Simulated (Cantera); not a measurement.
What does this Cantera script print?

```python
import numpy as np
import cantera as ct

surf = ct.Interface("ptcombust.yaml", "Pt_surf")
gas = surf.adjacent["gas"]
gas.TPX = 1025, 100000, {'CH4': 0.0026, 'O2': 0.01, 'N2': 0.79, 'H2O': 0.011}
surf.TP = 1025, 100000
reactor = ct.FlowReactor(gas, clone=False)
reactor.area = 0.0001  # m2
reactor.surface_area_to_volume_ratio = 180  # 1/m
reactor.mass_flow_rate = 1.1 * reactor.area * gas.density  # inlet velocity 1.1 m/s
reactor.energy_enabled = False
wall = ct.ReactorSurface(surf, reactor, clone=False)
net = ct.ReactorNet([reactor])
net.rtol, net.atol = 1e-8, 1e-16
show, cover = ['CH4', 'O2', 'H2O', 'CO2', 'CO'], ['PT(S)', 'H(S)', 'O(S)', 'OH(S)', 'CO(S)', 'C(S)']

rows = []
print(f"{'z/m':>9s}{'u/(m/s)':>9s}" + "".join(f"{s:>13s}" for s in show + cover))
for z in [9.4e-05, 0.00017, 0.0003, 0.00053, 0.00094, 0.0017, 0.003, 0.0053, 0.0094]:
    net.advance(z)
    rows.append([reactor.speed, *gas[show].X, *surf[cover].coverages])
    print(f"{z:9.4g}{rows[-1][0]:9.3g}" + "".join(f"{x:13.4e}" for x in rows[-1][1:]))
```

Output:

```
      z/m  u/(m/s)          CH4           O2          H2O          CO2           CO        PT(S)         H(S)         O(S)        OH(S)        CO(S)         C(S)
  9.4e-05      1.1   3.1824e-03   1.2265e-02   1.3547e-02   1.2044e-05   1.1999e-06   3.5515e-01   9.7532e-07   6.4253e-01   2.3053e-03   1.2158e-05   9.1894e-08
  0.00017      1.1   3.1716e-03   1.2244e-02   1.3568e-02   2.2189e-05   1.7351e-06   3.5530e-01   9.7682e-07   6.4237e-01   2.3073e-03   1.2474e-05   9.1697e-08
   0.0003      1.1   3.1533e-03   1.2208e-02   1.3605e-02   3.9943e-05   2.1900e-06   3.5552e-01   9.7916e-07   6.4215e-01   2.3106e-03   1.2718e-05   9.1323e-08
  0.00053      1.1   3.1210e-03   1.2144e-02   1.3669e-02   7.1720e-05   2.4239e-06   3.5583e-01   9.8296e-07   6.4183e-01   2.3164e-03   1.2782e-05   9.0619e-08
  0.00094      1.1   3.0642e-03   1.2031e-02   1.3782e-02   1.2810e-04   2.4445e-06   3.5635e-01   9.8949e-07   6.4131e-01   2.3266e-03   1.2641e-05   8.9340e-08
   0.0017      1.1   2.9612e-03   1.1826e-02   1.3987e-02   2.3050e-04   2.3717e-06   3.5728e-01   1.0013e-06   6.4035e-01   2.3449e-03   1.2311e-05   8.6986e-08
    0.003      1.1   2.7915e-03   1.1489e-02   1.4324e-02   3.9906e-04   2.2448e-06   3.5885e-01   1.0211e-06   6.3875e-01   2.3748e-03   1.1753e-05   8.3040e-08
   0.0053      1.1   2.5110e-03   1.0931e-02   1.4882e-02   6.7756e-04   2.0329e-06   3.6154e-01   1.0543e-06   6.3602e-01   2.4237e-03   1.0801e-05   7.6315e-08
   0.0094      1.1   2.0697e-03   1.0055e-02   1.5759e-02   1.1155e-03   1.6946e-06   3.6601e-01   1.1085e-06   6.3147e-01   2.4994e-03   9.2249e-06   6.5175e-08
```

Detailed kinetics in Cantera: Deutschmann's 1995 Pt surface mechanism with GRI-Mech 3.0 gas chemistry. Catalytic surfaces can have several steady states; this one follows from the mechanism file's or the stated starting coverage. Mass transfer to the wall is taken as infinitely fast.
